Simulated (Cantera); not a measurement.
Mixture: CH4 : O2 : N2 = 1 : 1.54 : 5.78 (molar parts), equivalence ratio 1.3, at 82000 Pa, adiabatic and at constant pressure. Ignition delay is the time to a rise of 400 K.

Cantera simulation using GRI-Mech 3.0 (53 species, 325 reactions); the numbers are that mechanism's predictions, not measurements.

### Question
Predict: delay at 1150 K; delay at 1350 K; delay at 1550 K; delay at 1750 K; apparent activation energy between 1650 and 1850 K.

### Answer
- delay at 1150 K = 0.132 s
- delay at 1350 K = 8.34 ms
- delay at 1550 K = 0.925 ms
- delay at 1750 K = 0.187 ms
- apparent activation energy between 1650 and 1850 K = 170 kJ/mol
